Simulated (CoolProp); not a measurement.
trans-2-butene along the isotherm 394.9 K: Z from the reference equation and from simpler models built on Tc = 428.6 K, pc = 40.19 bar, ω = 0.210; each cubic takes its own stable root.

The numbers come from the reference Helmholtz-energy equation of state, Lemmon 2005 in CoolProp. It is a short technical equation, of lower accuracy than the large ones.

```tsv
p (bar)	phase	reference
1.55	gas	0.9822
3.09	gas	0.9641
4.64	gas	0.9452
6.18	gas	0.9259
7.73	gas	0.9057
9.27	gas	0.8848
10.8	gas	0.8632
12.4	gas	0.8396
13.9	gas	0.8163
15.5	gas	0.7899
17	gas	0.7636
18.5	gas	0.7352
20.1	gas	0.7021
```

Task: How far does each simpler model (Pitzer virial, van der Waals, Redlich-Kwong, Soave-Redlich-Kwong, Peng-Robinson) lie from the reference over these 13 states: mean and median of the absolute difference, and the worst?

Result: 
- Pitzer virial: mean 2.9 %, median 1.7 %, worst +10.0 % at 394.9 K and 20.1 bar
- van der Waals: mean 4.2 %, median 3.5 %, worst +10.4 % at 394.9 K and 20.1 bar
- Redlich-Kwong: mean 1.5 %, median 1.1 %, worst +4.2 % at 394.9 K and 20.1 bar
- Soave-Redlich-Kwong: mean 0.9 %, median 0.6 %, worst +2.6 % at 394.9 K and 20.1 bar
- Peng-Robinson: mean 0.5 %, median 0.5 %, worst -0.7 % at 394.9 K and 13.9 bar
